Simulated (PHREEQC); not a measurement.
Dissolve 0.28 mol CdSO4, 0.0084 mol KCl and 0.34 mol MnSO4 per kg of water at 25 °C. Closed to the air; pH follows from the charge balance.

Computed with PHREEQC (ion-association model, wateq4f.dat).

Task: The ionic strength comes out as 1.04 mol/kgw. What activity coefficients do Cd+2, HSO4-, H+, Cd2OH+3, MnOH+ get?

Result: Cd+2 0.40, HSO4- 0.62, H+ 0.74, Cd2OH+3 0.13, MnOH+ 0.64.

This is a speciation only: nothing precipitates in the calculation. Caution: at this ionic strength the ion-association model is outside its range; a Pitzer model would be the better tool where its parameters exist.
